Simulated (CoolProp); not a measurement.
Water at several states: density (kg/m³) from the reference equation and from simpler models built on Tc = 647.1 K, pc = 220.6 bar, ω = 0.344; each cubic takes its own stable root.

Values from CoolProp's reference Helmholtz-energy equation of state, Wagner 2002.

```
T (K)  p (bar)          phase  reference  van der Waals  Redlich-Kwong  Soave-Redlich-Kwong  Peng-Robinson
-----  -------  -------------  ---------  -------------  -------------  -------------------  -------------
663.6      250  supercritical      211.3          227.1          212.5                185.5          197.3
770.8     3.33            gas     0.9385         0.9388         0.9390               0.9386         0.9390
859.1    0.138            gas    0.03481        0.03481        0.03481              0.03481        0.03481
329.9      180         liquid      992.5          487.4          718.7                740.5          832.3
```
